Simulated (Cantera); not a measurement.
Feed: 1 mol CHF₃, 3.4 mol H₂, at 13.3 mbar.

These are equilibrium values from Cantera (NASA tables, ideal gas, pure condensed phases), not measurements of a reactor. Candidate condensed phases: C, C₆H₆, C₇H₈, C₈H₁₈; 95 gas species. Rates play no part.

**Question.** Which condensed phases are stable at each of these points (T (°C)): 1702, 1802, 1902, 2002, 2102, 2202, 2302, 2402, 2502, 2602, 2702, 2802?

**Answer.** 
```json
[
 {"T (°C)": "1702", "condensed phases": "C(graphite)", "C condensed (%)": "99.7"},
 {"T (°C)": "1802", "condensed phases": "C(graphite)", "C condensed (%)": "99.4"},
 {"T (°C)": "1902", "condensed phases": "C(graphite)", "C condensed (%)": "99.0"},
 {"T (°C)": "2002", "condensed phases": "C(graphite)", "C condensed (%)": "98.3"},
 {"T (°C)": "2102", "condensed phases": "C(graphite)", "C condensed (%)": "97.2"},
 {"T (°C)": "2202", "condensed phases": "C(graphite)", "C condensed (%)": "95.8"},
 {"T (°C)": "2302", "condensed phases": "C(graphite)", "C condensed (%)": "93.9"},
 {"T (°C)": "2402", "condensed phases": "C(graphite)", "C condensed (%)": "91.1"},
 {"T (°C)": "2502", "condensed phases": "C(graphite)", "C condensed (%)": "85.8"},
 {"T (°C)": "2602", "condensed phases": "C(graphite)", "C condensed (%)": "73.3"},
 {"T (°C)": "2702", "condensed phases": "C(graphite)", "C condensed (%)": "38.8"},
 {"T (°C)": "2802", "condensed phases": "gas only", "C condensed (%)": "0.0"}
]
```

From 1702 °C to 2702 °C the condensed part is C(graphite). At 2802 °C nothing is condensed.
